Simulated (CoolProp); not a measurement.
A closed Brayton cycle with dry air: compressor inlet 316.15 K and 1.9 MPa, high pressure 4.15 MPa, turbine inlet 640 K, compressor efficiency 0.89, turbine efficiency 0.93, recuperator effectiveness 0.8 (on enthalpy, no pinch check). Each further row changes one setting.

Model: reference Helmholtz-energy equation of state, Lemmon 2000, in CoolProp. It is a pseudo-pure fit of the blend.

```csv
case,thermal efficiency (%),net work (kJ/kg),compressor to turbine work,compressor exit (K),turbine exit (K)
as stated,21.5,31.8,0.74,405.4,524.8
turbine inlet 590 K,17.1,22.2,0.80,405.4,482.8
compressor inlet 326.15 K,19.9,28.9,0.76,418.0,524.8
high pressure 3.53 MPa,21.7,29.1,0.70,385.3,546.9
recuperator effectiveness 0.5,17.2,31.8,0.74,405.4,524.8
```
